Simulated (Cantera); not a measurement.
A freely propagating, adiabatic, planar premixed flame of 7.71 % CH4, 0.355 % H2, 15.6 % O2, 76.4 % N2, equivalence ratio 1.0, unburnt at 500 K and 1.60 bar; mixture-averaged transport, grid criteria slope 0.08 and curve 0.16, no radiation.

Detailed kinetics in Cantera: GRI-Mech 3.0 (53 species, 325 reactions). Burning velocities carry a grid error of a few per cent, more on coarse grids.

x: mole fraction of selected species; z is measured from the peak of heat release.

```
z (mm)   T (K)  u (m/s)     x CH4     x H2     x O2   x H2O2      x CO    x C2H
-------  -----  -------  --------  -------  -------  -------  --------  -------
-1.10      500    0.472    0.0770  0.00414    0.156  1.89e-8   4.21e-6    <1e-8
-0.736     503    0.476    0.0767  0.00522    0.155  2.49e-7   5.55e-5    <1e-8
-0.552     515    0.487    0.0759  0.00648    0.154  1.14e-6  0.000261    <1e-8
-0.368     583    0.554    0.0716  0.00879    0.149  6.44e-6   0.00171    <1e-8
-0.184     945    0.907    0.0501   0.0124    0.120  2.10e-5    0.0115    <1e-8
-0.0920   1315     1.27    0.0275   0.0142   0.0845  1.24e-5    0.0234    <1e-8
0         1675     1.62       ___   0.0138      ___      ___       ___      ___
0.0920    1818     1.76  0.000254   0.0102   0.0222  4.08e-7    0.0300  3.35e-8
0.184     1868     1.80   5.66e-6  0.00867   0.0160  3.57e-7    0.0226    <1e-8
0.368     1926     1.84     <1e-8  0.00789   0.0124  2.68e-7    0.0166    <1e-8
0.736     1989     1.90     <1e-8  0.00655  0.00972  1.82e-7    0.0133    <1e-8
1.47      2045     1.94     <1e-8      ___      ___      ___       ___    <1e-8
2.94      2084     1.98     <1e-8  0.00360  0.00535  7.53e-8   0.00806    <1e-8
```

Question: What belongs in the gaps?

Answer: 
- 0, x CH4: 0.00577
- 0, x O2: 0.0436
- 0, x H2O2: 9.76e-7
- 0, x CO: 0.0345
- 0, x C2H: 7.18e-8
- 1.47, x H2: 0.00494
- 1.47, x O2: 0.00728
- 1.47, x H2O2: 1.17e-7
- 1.47, x CO: 0.0106
